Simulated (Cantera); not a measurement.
Charge: 1 mol TEOS, 0.15 mol O₂, 0.91 mol H₂, held at 500 K and 133 Pa.

Cantera equilibrium calculation (NASA polynomials, part measured and part estimated; ideal gas, pure solids and liquids). Candidate condensed phases: C, C₆H₆, C₇H₈, C₈H₁₈, H₂O, Si, SiC, SiO₂; 123 gas species. The feed counts by its element totals alone. Kinetics and transport are ignored.

Base state: CH₄ 0.385, H₂ 0.340, H₂O 0.261, CO₂ 0.0137, CO 0.000130 (mole fractions); condensed: C(graphite) + SiO₂(α-quartz).

Q: What changes in the equilibrium state with this change: pressure from 133 Pa to 10000 Pa?

A: 
```json
[
 {"species": "CH₄", "before": "0.385", "after": "0.623"},
 {"species": "H₂O", "before": "0.261", "after": "0.315"},
 {"species": "H₂", "before": "0.340", "after": "0.0499"},
 {"species": "CO₂", "before": "0.0137", "after": "0.0123"},
 {"species": "CO", "before": "0.000130", "after": "1.42e-5"},
 {"species": "C(graphite), mol", "before": "4.83", "after": "3.70"},
 {"species": "SiO₂(α-quartz), mol", "before": "1.00", "after": "1.00"}
]
```

Q: What changes in the equilibrium state with this change: temperature from 500 K to 1723.15 K?

A: 
| species | before | after |
|---|---|---|
| H₂ | 0.340 | 0.714 |
| CO | 0.000130 | 0.281 |
| H | <1e-9 | 0.00422 |
| CH₄ | 0.385 | 6.83e-7 |
| H₂O | 0.261 | 1.14e-7 |
| CO₂ | 0.0137 | 1.27e-8 |
| SiO | <1e-9 | 0.00124 |
| C₂H₂ (acetylene) | <1e-9 | 6.47e-5 |
| Si | <1e-9 | 1.23e-5 |
| C(graphite), mol | 4.83 | 2.74 |
| SiO₂(α-quartz), mol | 1.00 | 0 |
| SiC(s), mol | 0 | 0.981 |
